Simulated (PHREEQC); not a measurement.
Make-up at 35 °C: 0.00099 mol/kgw NiSO4, 0.29 mol/kgw H3BO3 and 0.027 mol/kgw HCl. Closed to the air; pH follows from the charge balance.

Equilibrium calculation in PHREEQC: ion-association model, wateq4f.dat.

| quantity | before | after |
|---|---|---|
| pH | 1.64 | 3.58 |
| ionic strength (mol/kgw) | 0.0296 | 0.000309 |
| HSO4- (mol/kgw) | 0.000616 | 2.91e-7 |
| SO4-2 (mol/kgw) | 0.000355 | 9.59e-6 |
| H2BO3- (mol/kgw) | 1.04e-8 | 7.69e-9 |

Problem. Name the change that produced these shifts.
A. 0.13 mol/kgw HBr added
B. temperature from 35 to 65 °C
C. diluted 100-fold with water
D. diluted 10-fold with water
E. NiSO4 replaced by FeSO4 at the same molality

Solution. C, diluted 100-fold with water

Precipitation was switched off in this run.
